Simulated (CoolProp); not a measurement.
Decamethylcyclopentasiloxane (D5) at 338.34 K and 5.56 MPa is throttled through a valve to 2.54 MPa with no heat exchange. Each further row changes one setting.

Values from CoolProp's reference Helmholtz-energy equation of state, Thol 2019.

```
case                       temperature change (K)  final density (kg/m³)
-------------------------  ----------------------  ---------------------
as stated                                       …                      …
outlet pressure 0.762 MPa                       …                      …
outlet pressure 3.3 MPa                         …                      …
```

Task: Fill in the missing entries.

Result: 
- as stated, temperature change (K): +1.2
- as stated, final density (kg/m³): 914
- outlet pressure 0.762 MPa, temperature change (K): +1.8
- outlet pressure 0.762 MPa, final density (kg/m³): 910
- outlet pressure 3.3 MPa, temperature change (K): +0.9
- outlet pressure 3.3 MPa, final density (kg/m³): 916
